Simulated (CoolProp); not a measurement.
Vapour-liquid equilibrium of acetone (1) + toluene (2) at 0.0631 MPa; x and y are mole fractions of (1).

Computed with CoolProp (multi-fluid Helmholtz-energy mixture model, Lemmon 2006 and Lemmon 2006; pair parameters Bell 2016).

Question: Give the bubble temperature and the first vapour's composition at x = 0.05, 0.2, 0.65. Is there an azeotrope?

Answer: x = 0.05: 358.1 K, y = 0.299; x = 0.2: 341.6 K, y = 0.657; x = 0.65: 323.7 K, y = 0.905. No azeotrope shows between x = 0.05 and 0.95.

Pair parameters are fitted to limited data, so mixtures are less certain than the pure fluids.
